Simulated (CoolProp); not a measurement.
Methanol along the isotherm 275.7 K: Z from the reference equation and from simpler models built on Tc = 513.4 K, pc = 8.216 MPa, ω = 0.565; each cubic takes its own stable root.

Model: reference Helmholtz-energy equation of state, de Reuck 1993, in CoolProp.

```
p (MPa)   phase  reference
-------  ------  ---------
0.88     liquid    0.01522
1.76     liquid    0.03042
2.64     liquid    0.04558
3.52     liquid    0.06072
4.4      liquid    0.07583
5.28     liquid    0.09092
6.16     liquid     0.1060
7.04     liquid     0.1210
7.92     liquid     0.1360
8.8      liquid     0.1510
9.68     liquid     0.1659
10.6     liquid     0.1816
11.4     liquid     0.1951
12.3     liquid     0.2103
```

How far does each simpler model (Redlich-Kwong, Soave-Redlich-Kwong, Peng-Robinson) lie from the reference over these 14 states: mean and median of the absolute difference, and the worst?


- Redlich-Kwong: mean 37.8 %, median 37.8 %, worst +37.9 % at 275.7 K and 12.3 MPa
- Soave-Redlich-Kwong: mean 30.6 %, median 30.5 %, worst +31.0 % at 275.7 K and 12.3 MPa
- Peng-Robinson: mean 16.3 %, median 16.3 %, worst +16.7 % at 275.7 K and 12.3 MPa
